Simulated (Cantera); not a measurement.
## Transport properties of process gases

Gas mixture: CO = 0.65 (molar parts), at 10.0 bar, frozen composition.

Cantera's kinetic-theory transport with the Lennard-Jones parameters of GRI-Mech 3.0, ideal gas; thermal conductivity in the multicomponent form.

| T (K) | ρ (kg/m³) | cp (J/kg/K) | μ (µPa s) | λ (mW/m/K) | Pr | D (cm²/s) NH₃ | D (cm²/s) C₂H₂ | D (cm²/s) H₂O |
|---|---|---|---|---|---|---|---|---|
| 400 | 8.42 | 1049 | 22.0 | 31.9 | 0.722 | 0.0383 | 0.0282 | 0.0396 |
| 500 | 6.74 | 1064 | 25.7 | 38.0 | 0.720 | 0.0579 | 0.0418 | 0.0603 |
| 600 | 5.61 | 1086 | 29.1 | 44.0 | 0.718 | 0.0805 | 0.0573 | 0.0843 |
| 700 | 4.81 | 1112 | 32.3 | 50.0 | 0.717 | 0.106 | 0.0747 | 0.111 |
| 800 | 4.21 | 1139 | 35.2 | 56.0 | 0.717 | 0.134 | 0.0937 | 0.141 |
| 900 | 3.74 | 1164 | 38.1 | 61.9 | 0.716 | 0.164 | 0.114 | 0.174 |
| 1000 | 3.37 | 1184 | 40.8 | 67.5 | 0.716 | 0.197 | 0.137 | 0.209 |
D: mixture-averaged diffusion coefficient of that species in the mixture.
